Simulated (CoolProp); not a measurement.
Computed with CoolProp (reference Helmholtz-energy equation of state, Lemmon 2005). It is a short technical equation, of lower accuracy than the large ones.

For trans-2-butene, give the phase and the density (kg/m³), cv (kJ/(kg K)), expansivity (1/kK), fugacity coefficient at 256.7 K and 27600 kPa.


- 256.7 K and 27600 kPa: liquid; density 671, cv 1.51, expansivity 1.32, fugacity coefficient 0.00527
